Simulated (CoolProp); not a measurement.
The numbers come from the reference Helmholtz-energy equation of state, Penoncello 2003 in CoolProp.

For CHF3 (R23), give the phase and the cv (kJ/(kg K)), Joule-Thomson coefficient (K/MPa) at 434.1 K and 0.671 MPa.


- 434.1 K and 0.671 MPa: gas; cv 0.799, Joule-Thomson coefficient 4.46
